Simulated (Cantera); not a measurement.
**Low-pressure radical oxidation in H2/O2**

An isothermal, constant-pressure homogeneous reactor starts with H2 : O2 = 0.091 : 1 (molar parts), equivalence ratio 0.045, at 1275 K and 0.00612 atm.

Cantera simulation using the H2/O2 subset of GRI-Mech 3.0, which has no nitrogen chemistry; the numbers are that mechanism's predictions, not measurements. Radical loss at walls, strong at low pressure, is not modelled. The temperature is held fixed by assumption; the heat of reaction is taken as removed at once.

```csv
t (s),x H2,x O2,x H2O2,x HO2,x H2O,x H,x O
0.000600,0.0834,0.917,1.28e-10,7.46e-8,4.80e-7,2.27e-7,3.27e-7
0.00137,0.0833,0.917,6.72e-10,1.95e-7,4.25e-5,1.72e-5,2.55e-5
0.00312,0.0156,0.868,1.34e-7,1.99e-6,0.0528,0.0194,0.0331
0.00711,0.00208,0.854,5.73e-8,1.90e-6,0.0700,0.0164,0.0506
0.0162,0.00197,0.858,5.79e-8,1.89e-6,0.0711,0.0150,0.0475
0.0370,0.00176,0.865,5.92e-8,1.87e-6,0.0733,0.0122,0.0413
0.0843,0.00134,0.878,6.04e-8,1.79e-6,0.0771,0.00781,0.0305
0.192,0.000750,0.894,5.78e-8,1.53e-6,0.0817,0.00312,0.0164
0.439,0.000268,0.906,4.51e-8,1.02e-6,0.0849,0.000647,0.00573
1.00,6.71e-5,0.911,2.66e-8,4.72e-7,0.0862,7.99e-5,0.00142
```
x: mole fraction; the columns are a selection and need not sum to one.

Equilibrium at this temperature and pressure: H2 6.43e-8, O2 0.913, H2O2 2.95e-10, HO2 2.32e-8, H2O 0.0870, H 2.39e-9, O 1.36e-6 (gas phase only).
